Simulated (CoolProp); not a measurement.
Vapour-liquid equilibrium of n-decane (1) + n-dodecane (2) at 51.15 °C; x and y are mole fractions of (1).

Model: multi-fluid Helmholtz-energy mixture model, Lemmon 2006 and Lemmon 2004; pair parameters Bell 2016, in CoolProp.

```csv
x,"bubble pressure, mixture model (bar)","bubble pressure, Raoult's law (bar)","y, mixture model","y, Raoult's law"
0.05,0.001674,0.001679,0.277,0.280
0.15,0.002498,0.002492,(withheld),0.566
0.25,0.003338,0.003305,(withheld),0.711
0.35,0.004179,0.004117,0.803,0.799
0.45,0.005012,0.004930,0.861,0.858
0.55,0.005830,0.005743,0.902,0.900
0.65,0.006633,0.006555,0.932,0.932
0.75,(withheld),0.007368,(withheld),0.957
0.85,(withheld),0.008180,(withheld),0.977
0.95,0.009000,0.008993,(withheld),0.993
```

Fill in the missing entries.


- 0.15, y, mixture model: 0.568
- 0.25, y, mixture model: 0.715
- 0.75, bubble pressure, mixture model (bar): 0.007425
- 0.75, y, mixture model: 0.956
- 0.85, bubble pressure, mixture model (bar): 0.008210
- 0.85, y, mixture model: 0.976
- 0.95, y, mixture model: 0.992

The largest gap from Raoult's law is +1.7 % in bubble pressure, at x = 0.45. No azeotrope shows between x = 0.05 and 0.95.

Pair parameters are fitted to limited data, so mixtures are less certain than the pure fluids.
